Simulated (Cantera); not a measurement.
Input: 1 mol Cr, 3.3 mol O2, 15 mol H2, at 1873.15 K and 1.70 mbar.

Method: chemical equilibrium by Gibbs-energy minimisation in Cantera with the NASA 1993 tables (ideal gas, pure condensed phases). Candidate condensed phases: Cr, Cr2O3, H2O; 13 gas species. The numbers say what is thermodynamically allowed, not how fast it happens.

Base state: H2 0.649, H2O 0.338, H 0.0126, OH 0.000510, Cr 0.000330, CrO 9.95e-5, CrO2 1.95e-5 (mole fractions); condensed: Cr2O3(s).

What changes in the equilibrium state with this change: temperature from 1873.15 K to 2648.15 K?


```
species          before    after
-------------  --------  -------
H                0.0126    0.520
H2                0.649    0.212
H2O               0.338   0.0852
O               7.51e-6   0.0798
O2              1.71e-6   0.0130
CrO             9.95e-5   0.0118
OH             0.000510   0.0507
Cr             0.000330   0.0256
CrO2            1.95e-5  0.00146
Cr2O3(s), mol     0.497        0
```

What changes in the equilibrium state with this change: O2 from 3.3 to 0.022 mol?


```tsv
species	before	after
H2	0.649	0.920
Cr	0.000330	0.0619
H	0.0126	0.0150
H2O	0.338	0.00262
CrO2	1.95e-5	1.10e-7
OH	0.000510	3.33e-6
CrO	9.95e-5	0.000102
Cr2O3(s), mol	0.497	0
```

What changes in the equilibrium state with this change: temperature from 1873.15 K to 2448.15 K?


| species | before | after |
|---|---|---|
| H2 | 0.649 | 0.358 |
| H | 0.0126 | 0.289 |
| H2O | 0.338 | 0.239 |
| O | 7.51e-6 | 0.0202 |
| CrO | 9.95e-5 | 0.0188 |
| Cr | 0.000330 | 0.0279 |
| OH | 0.000510 | 0.0376 |
| O2 | 1.71e-6 | 0.00554 |
| CrO2 | 1.95e-5 | 0.00401 |
| Cr2O3(s), mol | 0.497 | 0 |
